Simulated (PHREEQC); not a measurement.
Dissolve 0.0048 mol HF and 0.14 mol NH4HF2 per kg of water at 25 °C. Closed to the air; pH follows from the charge balance.

The numbers come from PHREEQC with the ion-association model, phreeqc.dat.

Precipitation was switched off in this run.

Task: What pH does the model give?

Result: pH 3.02.

Task: In which forms is F present?

Result: HF 36 %, F- 36 %, HF2- 28 % of the F.
